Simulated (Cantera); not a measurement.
Feed: 1 mol BN, 1.4 mol H2O, 83 mol N2, held at 2.20 Pa.

These are equilibrium values from Cantera (NASA tables, ideal gas, pure condensed phases), not measurements of a reactor. Candidate condensed phases: B, BN, B2O3, B3O3H3, H2O; 39 gas species. Mutual solubility and eutectic melting of coexisting phases are not modelled. Rates play no part.

Over these rows the condensed part is BN(s) + B2O3(l). Partial pressures as log10 of bar:

```tsv
T (K)	1000/T (1/K)	log p B2O2	log p N2	log p H2
1148	0.8711	-10.84	-4.66	-6.44
1173	0.8525	-10.32	-4.66	-6.44
1198	0.8347	-9.83	-4.67	-6.45
1223	0.8177	-9.36	-4.67	-6.45
1248	0.8013	-8.91	-4.67	-6.45
1273	0.7855	?	-4.67	-6.46
```

Problem. Fit log p(B2O2) = a + b·(1000/T) to the five rows, give the apparent enthalpy, and predict the row at 1273 K.

Solution. Means: 1000/T = 0.8355, log p = -9.852. Sxy = -0.084120, Sxx = 0.0030435, so b = -27.64 and a = -9.852 − (-27.64)×0.8355 = 13.24.
Apparent enthalpy: −19.145 × (-27.64) = 529 kJ/mol. With the condensed phases at unit activity, 2/3 BN(s) + 2/3 B2O3(l) = B2O2(g) + 1/3 N2(g) links this pressure to the main gases: over the six rows their terms move log p by +0.00 in all, so the slope is close to that reaction's ΔH°. The five rows lie within 0.01 of the line.
Prediction at 1273 K: 13.24 + (-27.64)×0.7855 = -8.47. The computed value is -8.47, 0.00 from the line.
